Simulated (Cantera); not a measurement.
## Thermodynamics of silicon oxide and oxynitride deposition, feed SiF4 + NO + N2

Feed: 1 mol SiF4, 4 mol NO, 4 mol N2, equilibrated at 825 K and 600 Pa.

Method: chemical equilibrium by Gibbs-energy minimisation in Cantera with the NASA 1993 tables (ideal gas, pure condensed phases). Candidate condensed phases: Si, SiO2, Si2N2O, Si3N4; 28 gas species. Equilibrium is a limit: real reactors are often held back by kinetics, nucleation or transport.

```json
{
 "x(N2)": "0.667",
 "x(O2)": "0.222",
 "x(SiF4)": "0.111",
 "x(NO)": "2.87e-6",
 "gas_amount": "9.000 mol",
 "log10 activity of Si(s) (absent)": "-51.79"
}
```
